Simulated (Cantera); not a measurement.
A closed system holds: 1 mol Si2Cl6, 0.54 mol Cl2, 160 mol N2, 1.2 mol HCl, held at 975 K and 10000 Pa.

These are equilibrium values from Cantera (NASA tables, ideal gas, pure condensed phases), not measurements of a reactor. Candidate condensed phases: NH4Cl, Si, Si3N4; 28 gas species. The feed counts by its element totals alone. N2 is the only nitrogen source here; it is nearly inert below about 1500 K, so the nitride shown seldom forms there in practice. Rates play no part.

Base state: N2 0.982, SiCl4 0.0110, HCl 0.00700, H2 0.000185 (mole fractions); condensed: Si3N4(s).

Problem. What changes in the equilibrium state with this change: temperature from 975 K to 1373 K?

Solution. 
```csv
species,before,after
N2,0.982,0.981
SiCl4,0.0110,0.00912
HCl,0.00700,0.00711
SiCl3,4.82e-6,0.00156
SiCl2,6.00e-8,0.00123
H2,0.000185,0.000118
"Si3N4(s), mol",0.0715,0.0187
```
The tables' values for SiCl3 are old estimates; treat these amounts as uncertain.
